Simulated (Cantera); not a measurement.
A closed system holds: 1 mol CH3F, a varied amount of Si, equilibrated at 652 °C and 1330 Pa.

These are equilibrium values from Cantera (NASA tables, ideal gas, pure condensed phases), not measurements of a reactor. Candidate condensed phases: C, C6H6, C7H8, C8H18, Si, SiC; 113 gas species. Rates play no part.

Problem. Which condensed phases are stable at each of these points (n(Si) (mol)): 0.12, 0.16, 0.22, 0.3, 0.41, 0.57, 0.77, 1.1, 1.4, 2?

Solution. 
```json
[
 {"n(Si) (mol)": "0.12", "condensed phases": "C(graphite)", "Si condensed (%)": "0.0"},
 {"n(Si) (mol)": "0.16", "condensed phases": "C(graphite)", "Si condensed (%)": "0.0"},
 {"n(Si) (mol)": "0.22", "condensed phases": "C(graphite)", "Si condensed (%)": "0.0"},
 {"n(Si) (mol)": "0.3", "condensed phases": "C(graphite) + SiC(s)", "Si condensed (%)": "16.6"},
 {"n(Si) (mol)": "0.41", "condensed phases": "C(graphite) + SiC(s)", "Si condensed (%)": "38.9"},
 {"n(Si) (mol)": "0.57", "condensed phases": "C(graphite) + SiC(s)", "Si condensed (%)": "56.1"},
 {"n(Si) (mol)": "0.77", "condensed phases": "C(graphite) + SiC(s)", "Si condensed (%)": "67.5"},
 {"n(Si) (mol)": "1.1", "condensed phases": "C(graphite) + SiC(s)", "Si condensed (%)": "77.2"},
 {"n(Si) (mol)": "1.4", "condensed phases": "Si(s) + SiC(s)", "Si condensed (%)": "81.9"},
 {"n(Si) (mol)": "2", "condensed phases": "Si(s) + SiC(s)", "Si condensed (%)": "87.3"}
]
```

From 0.12 mol Si to 0.22 mol Si the condensed part is C(graphite). From 0.3 mol Si to 1.1 mol Si the condensed part is C(graphite) + SiC(s). From 1.4 mol Si to 2 mol Si the condensed part is Si(s) + SiC(s).
